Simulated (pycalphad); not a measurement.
An equivalent pycalphad script:

```python
from pycalphad import Database, equilibrium, calculate, variables as v
import numpy as np
db = Database('COST507.tdb')
comps = ['AL', 'MN', 'SI', 'VA']
phases = ['AL11MN4', 'AL12MN', 'AL4MN', 'AL6MN', 'AL8MN5_D810', 'ALMNSI_ALPHA', 'ALMNSI_BETA', 'ALMNSI_DELTA', 'BCC_A2', 'CBCC_A12', 'CUB_A13', 'DIAMOND_A4', 'FCC_A1', 'HCP_A3', 'LIQUID', 'MN11SI19', 'MN3SI', 'MN5SI3', 'MN6SI', 'MN9SI2', 'MNSI']
eq = equilibrium(db, comps, phases, {v.X('MN'): 0.0384, v.X('SI'): 0.0392, v.T: np.arange(1850, 499, -40), v.P: 101325, v.N: 1}, output=['HM', 'SM'])
```

All values are pycalphad results on the COST 507 light-alloy database (1999) (1 atm), not direct measurements. These are 1990s assessments: newer ones move some temperatures and phases. Phase fractions are per mole of atoms.

Results at three of the temperatures:

```
T = 1770.00 K, P = 101325 Pa, N = 1 mol of atoms
G = -112235 J/mol, H = 54075 J/mol, S = 93.96 J/(mol K)  (SER reference)
chemical potentials (J/mol): Al -108109, Mn -184346, Si -138673
phase             fraction      x(Al)      x(Mn)      x(Si)
LIQUID              1.0000     0.9224     0.0384     0.0392
```

```
T = 1570.00 K, P = 101325 Pa, N = 1 mol of atoms
G = -93821 J/mol, H = 47635 J/mol, S = 90.10 J/(mol K)  (SER reference)
chemical potentials (J/mol): Al -90013, Mn -163712, Si -114968
phase             fraction      x(Al)      x(Mn)      x(Si)
LIQUID              1.0000     0.9224     0.0384     0.0392
```

```
T = 1490.00 K, P = 101325 Pa, N = 1 mol of atoms
G = -86680 J/mol, H = 45060 J/mol, S = 88.42 J/(mol K)  (SER reference)
chemical potentials (J/mol): Al -82995, Mn -155793, Si -105676
phase             fraction      x(Al)      x(Mn)      x(Si)
LIQUID              1.0000     0.9224     0.0384     0.0392
```

Changes of the phase set, refined by bisection:

```json
[
 {"T (°C)": "785.5", "phases above": "LIQUID", "phases below": "ALMNSI_BETA + LIQUID"},
 {"T (°C)": "720.3", "phases above": "ALMNSI_BETA + LIQUID", "phases below": "ALMNSI_ALPHA + ALMNSI_BETA + LIQUID"},
 {"T (°C)": "715.8", "phases above": "ALMNSI_ALPHA + ALMNSI_BETA + LIQUID", "phases below": "ALMNSI_ALPHA + LIQUID"},
 {"T (°C)": "644.5", "phases above": "ALMNSI_ALPHA + LIQUID", "phases below": "ALMNSI_ALPHA + FCC_A1 + LIQUID"},
 {"T (°C)": "577.4", "phases above": "ALMNSI_ALPHA + FCC_A1 + LIQUID", "phases below": "ALMNSI_ALPHA + FCC_A1"},
 {"T (°C)": "574.5", "phases above": "ALMNSI_ALPHA + FCC_A1", "phases below": "ALMNSI_ALPHA + DIAMOND_A4 + FCC_A1"}
]
```

Database names, with the compositions (at.%) that they take in these runs: ALMNSI_BETA: Al 68 Mn 23 Si 9; ALMNSI_ALPHA: Al 70-72 Mn 17 Si 10-13. FCC_A1 is fcc; DIAMOND_A4 is diamond (Si).
